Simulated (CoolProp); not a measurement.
Saturation properties of sulfur hexafluoride (Tc = 45.6 °C, pc = 3.755 MPa, ω = 0.210).

Computed with CoolProp (reference Helmholtz-energy equation of state, Guder 2009).

| T (°C) | p (MPa) | liquid density (kg/m³) | liquid cp (kJ/(kg K)) |
|---|---|---|---|
| -22.15 | 0.6428 | 1700 | 0.9303 |
| -18.75 | 0.7176 | 1680 | ___ |
| -15.45 | 0.7962 | 1660 | 0.9579 |
| -12.15 | 0.8810 | ___ | 0.9728 |
| -8.75 | 0.9752 | 1618 | 0.9892 |
| -5.45 | ___ | 1596 | 1.006 |
| -2.15 | 1.179 | 1573 | 1.025 |
| 1.25 | 1.295 | 1549 | 1.047 |
| 4.55 | 1.416 | 1525 | 1.070 |
| 7.95 | 1.550 | 1498 | 1.097 |
| 11.25 | 1.688 | ___ | 1.127 |
| 14.55 | 1.834 | 1443 | 1.161 |

What belongs in the gaps?


- -18.75, liquid cp (kJ/(kg K)): 0.9439
- -12.15, liquid density (kg/m³): 1639
- -5.45, p (MPa): 1.074
- 11.25, liquid density (kg/m³): 1472
